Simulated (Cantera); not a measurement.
What does this Cantera script print?

```python
import numpy as np
import cantera as ct

gas_names = [...]  # 109 gases of nasa_gas.yaml made of C, Cl, H, Si
cond_names = """
    C(gr) C6H6(L) C7H8(L) C8H18(L),n-octa Si(cr) Si(L) SiC(b)
""".split()


# ... load() reads the species with a 1 bar reference pressure and builds the phases ...
atoms = {
    'SiH2Cl2': {'Si': 1, 'H': 2, 'CL': 2},
    'H2': {'H': 2},
    'CH4': {'C': 1, 'H': 4},
}
top_T = {'C(gr)': 4500, 'SiC(b)': 3050}  # K; cautious upper limits of use, not melting points


# ... equilibrate(T, P, feed) seeds the gas with the atoms and calls Mixture.equilibrate('TP', solver="vcs", rtol=1e-11, max_steps=5000) ...
results = []
feed = {'SiH2Cl2': 1, 'H2': 530, 'CH4': 0.23}  # mol
P = 1700  # Pa
for T in [1825, 1850, 1875, 1900, 1925, 1950, 1975, 2000, 2025, 2050, 2075, 2100, 2125]:
    mix = equilibrate(T, P, feed)
    results.append((T, P, feed, dict(zip(mix.species_names, mix.species_moles))))
    x = sorted(zip(gas.X, gas.species_names), reverse=True)
    print(f"T = {T:g} K  P = {P:g} Pa  gas = {mix.phase_moles(0):.4g} mol")
    print("   x: " + "  ".join(f"{s} {v:.3e}" for v, s in x if v > 0.0001))
    print("   condensed (mol): " + ("  ".join(f"{mix.phase(i).name} {mix.phase_moles(i):.4g}"
          for i in range(1, mix.n_phases) if mix.phase_moles(i) > 1e-12) or "none"))
```

It prints:

```
T = 1825 K  P = 1700 Pa  gas = 533.5 mol
   x: H2 9.926e-01  HCL 3.649e-03  H 3.365e-03  Si 2.675e-04
   condensed (mol): Si(L) 0.5583  SiC(b) 0.2279
T = 1850 K  P = 1700 Pa  gas = 533.8 mol
   x: H2 9.917e-01  H 4.115e-03  HCL 3.646e-03  Si 3.793e-04
   condensed (mol): Si(L) 0.486  SiC(b) 0.2268
T = 1875 K  P = 1700 Pa  gas = 534.1 mol
   x: H2 9.906e-01  H 5.004e-03  HCL 3.641e-03  Si 5.328e-04
   condensed (mol): Si(L) 0.3876  SiC(b) 0.225
T = 1900 K  P = 1700 Pa  gas = 534.5 mol
   x: H2 9.893e-01  H 6.054e-03  HCL 3.635e-03  Si 7.417e-04
   condensed (mol): Si(L) 0.2547  SiC(b) 0.2223
T = 1925 K  P = 1700 Pa  gas = 535 mol
   x: H2 9.878e-01  H 7.287e-03  HCL 3.627e-03  Si 1.024e-03  SiH 1.080e-04
   condensed (mol): Si(L) 0.07634  SiC(b) 0.2181
T = 1950 K  P = 1700 Pa  gas = 535.5 mol
   x: H2 9.862e-01  H 8.731e-03  HCL 3.633e-03  Si 1.164e-03  SiH 1.153e-04
   condensed (mol): SiC(b) 0.2141
T = 1975 K  P = 1700 Pa  gas = 536 mol
   x: H2 9.845e-01  H 1.041e-02  HCL 3.642e-03  Si 1.191e-03  SiH 1.109e-04
   condensed (mol): SiC(b) 0.2092
T = 2000 K  P = 1700 Pa  gas = 536.5 mol
   x: H2 9.825e-01  H 1.236e-02  HCL 3.645e-03  Si 1.220e-03  SiH 1.070e-04
   condensed (mol): SiC(b) 0.2001
T = 2025 K  P = 1700 Pa  gas = 537.1 mol
   x: H2 9.802e-01  H 1.461e-02  HCL 3.644e-03  Si 1.259e-03  SiH 1.040e-04
   condensed (mol): SiC(b) 0.1815
T = 2050 K  P = 1700 Pa  gas = 537.9 mol
   x: H2 9.775e-01  H 1.720e-02  HCL 3.638e-03  Si 1.322e-03  SiH 1.031e-04
   condensed (mol): SiC(b) 0.1443
T = 2075 K  P = 1700 Pa  gas = 538.7 mol
   x: H2 9.744e-01  H 2.017e-02  HCL 3.628e-03  Si 1.431e-03  C2H2,acetylene 1.088e-04  SiH 1.054e-04
   condensed (mol): SiC(b) 0.07464
T = 2100 K  P = 1700 Pa  gas = 539.7 mol
   x: H2 9.708e-01  H 2.355e-02  HCL 3.616e-03  Si 1.556e-03  C2H2,acetylene 1.710e-04  SiH 1.084e-04
   condensed (mol): none
T = 2125 K  P = 1700 Pa  gas = 540.8 mol
   x: H2 9.670e-01  H 2.739e-02  HCL 3.602e-03  Si 1.590e-03  C2H2,acetylene 1.770e-04  SiH 1.049e-04
   condensed (mol): none
```

Equilibrium computed with Cantera from the NASA thermochemical tables; the gas is ideal and each condensed phase is pure. Mutual solubility and eutectic melting of coexisting phases are not modelled. The tables' values for SiCl are old estimates; treat these amounts as uncertain. Gases not in the tables: Si2H6 and higher silanes.
